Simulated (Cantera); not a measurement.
**Transport properties of process gases**

Gas mixture: CO2 : C2H2 = 0.9 : 0.85 (molar parts), at 0.218 Torr, frozen composition.

Cantera's kinetic-theory transport with the Lennard-Jones parameters of GRI-Mech 3.0, ideal gas; thermal conductivity in the mixture-averaged form. The composition is frozen, though it would react at the higher temperatures.

```json
[
 {"T (K)": "400", "ρ (kg/m³)": "0.000308", "cp (J/kg/K)": "1294", "μ (µPa s)": "17.0", "λ (mW/m/K)": "29.9", "Pr": "0.735", "D (cm²/s) H": "5660", "D (cm²/s) C2H2": "740", "D (cm²/s) H2": "3700"},
 {"T (K)": "550", "ρ (kg/m³)": "0.000224", "cp (J/kg/K)": "1449", "μ (µPa s)": "22.2", "λ (mW/m/K)": "43.7", "Pr": "0.737", "D (cm²/s) H": "10000", "D (cm²/s) C2H2": "1330", "D (cm²/s) H2": "6370"},
 {"T (K)": "700", "ρ (kg/m³)": "0.000176", "cp (J/kg/K)": "1562", "μ (µPa s)": "26.9", "λ (mW/m/K)": "57.0", "Pr": "0.736", "D (cm²/s) H": "15300", "D (cm²/s) C2H2": "2040", "D (cm²/s) H2": "9560"},
 {"T (K)": "850", "ρ (kg/m³)": "0.000145", "cp (J/kg/K)": "1651", "μ (µPa s)": "31.0", "λ (mW/m/K)": "69.6", "Pr": "0.736", "D (cm²/s) H": "21300", "D (cm²/s) C2H2": "2870", "D (cm²/s) H2": "13200"},
 {"T (K)": "1000", "ρ (kg/m³)": "0.000123", "cp (J/kg/K)": "1727", "μ (µPa s)": "34.9", "λ (mW/m/K)": "81.7", "Pr": "0.737", "D (cm²/s) H": "28100", "D (cm²/s) C2H2": "3800", "D (cm²/s) H2": "17300"},
 {"T (K)": "1150", "ρ (kg/m³)": "0.000107", "cp (J/kg/K)": "1789", "μ (µPa s)": "38.5", "λ (mW/m/K)": "93.3", "Pr": "0.737", "D (cm²/s) H": "35700", "D (cm²/s) C2H2": "4830", "D (cm²/s) H2": "21900"},
 {"T (K)": "1300", "ρ (kg/m³)": "9.47e-5", "cp (J/kg/K)": "1841", "μ (µPa s)": "41.8", "λ (mW/m/K)": "104", "Pr": "0.738", "D (cm²/s) H": "43800", "D (cm²/s) C2H2": "5940", "D (cm²/s) H2": "26800"},
 {"T (K)": "1450", "ρ (kg/m³)": "8.49e-5", "cp (J/kg/K)": "1885", "μ (µPa s)": "45.0", "λ (mW/m/K)": "115", "Pr": "0.738", "D (cm²/s) H": "52600", "D (cm²/s) C2H2": "7150", "D (cm²/s) H2": "32200"},
 {"T (K)": "1600", "ρ (kg/m³)": "7.69e-5", "cp (J/kg/K)": "1922", "μ (µPa s)": "48.1", "λ (mW/m/K)": "125", "Pr": "0.738", "D (cm²/s) H": "62100", "D (cm²/s) C2H2": "8440", "D (cm²/s) H2": "37900"}
]
```
D: mixture-averaged diffusion coefficient of that species in the mixture.
